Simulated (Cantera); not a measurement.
Input: 1 mol Si, 2.7 mol H2, a varied amount of Cl2, held at 575 K and 5.50 bar.

These are equilibrium values from Cantera (NASA tables, ideal gas, pure condensed phases), not measurements of a reactor. Candidate condensed phases: Si; 19 gas species. Equilibrium is a limit: real reactors are often held back by kinetics, nucleation or transport.

**Question.** At 1.3 mol Cl2, list the 4 most abundant gas species with their mole fractions, and the condensed phases.

**Answer.** H2 0.771, SiCl4 0.117, SiHCl3 0.107, SiH2Cl2 0.00451. Condensed: Si(s).
